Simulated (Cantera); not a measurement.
A closed system holds: 1 mol BN, 8.4 mol Cl₂, 0.73 mol N₂, 90 mol HCl, held at 1348.15 K and 0.390 bar.

Cantera equilibrium calculation (NASA polynomials, part measured and part estimated; ideal gas, pure solids and liquids). Candidate condensed phases: B, BN, NH₄Cl; 21 gas species. The numbers say what is thermodynamically allowed, not how fast it happens.

**Question.** What is the equilibrium state?

**Answer.** 
| Quantity | Result |
|---|---|
| x(HCl) | 0.904 |
| x(Cl₂) | 0.0655 |
| x(N₂) | 0.0124 |
| x(BCl₃) | 0.0100 |
| x(Cl) | 0.00769 |
| gas amount | 99.51 mol |
| log10 activity of B(s) (absent) | -12.99 |
